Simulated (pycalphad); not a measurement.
An equivalent pycalphad script:

```python
from pycalphad import Database, equilibrium, calculate, variables as v
import numpy as np
db = Database('COST507.tdb')
comps = ['CU', 'SI', 'VA']
phases = ['BCC_A2', 'CU19SI6_ETA', 'CU33SI7_DELTA', 'CU4SI_EPSILON', 'CU56SI11_GAMMA', 'DIAMOND_A4', 'FCC_A1', 'HCP_A3', 'LIQUID']
eq = equilibrium(db, comps, phases, {v.X('SI'): 0.0127, v.T: np.arange(2250, 499, -40), v.P: 101325, v.N: 1}, output=['HM', 'SM'])
```

CALPHAD calculation (pycalphad, COST 507 light-alloy database (1999)), 1 atm. The database dates from 1999; later assessments differ in places, in temperatures and in the compounds included. Amounts are mole fractions of atoms. Kinetics are ignored, which matters at the lower temperatures.

Results at three of the temperatures:

```
T = 1970.00 K, P = 101325 Pa, N = 1 mol of atoms
G = -127150 J/mol, H = 60694 J/mol, S = 95.35 J/(mol K)  (SER reference)
chemical potentials (J/mol): Cu -126647, Si -166214
phase             fraction      x(Cu)      x(Si)
LIQUID              1.0000     0.9873     0.0127
```

```
T = 1130.00 K, P = 101325 Pa, N = 1 mol of atoms
G = -55555 J/mol, H = 22781 J/mol, S = 69.32 J/(mol K)  (SER reference)
chemical potentials (J/mol): Cu -55153, Si -86751
phase             fraction      x(Cu)      x(Si)
FCC_A1              1.0000     0.9873     0.0127
```

```
T = 1050.00 K, P = 101325 Pa, N = 1 mol of atoms
G = -50093 J/mol, H = 20472 J/mol, S = 67.20 J/(mol K)  (SER reference)
chemical potentials (J/mol): Cu -49734, Si -77986
phase             fraction      x(Cu)      x(Si)
FCC_A1              1.0000     0.9873     0.0127
```

Changes of the phase set, refined by bisection:

| T (K) | phases above | phases below |
|---|---|---|
| 1347.4 | liquid | fcc + liquid |
| 1331.1 | fcc + liquid | fcc |

FCC_A1 is fcc. The hcp model here describes the intermediate κ phase of Cu-Si.
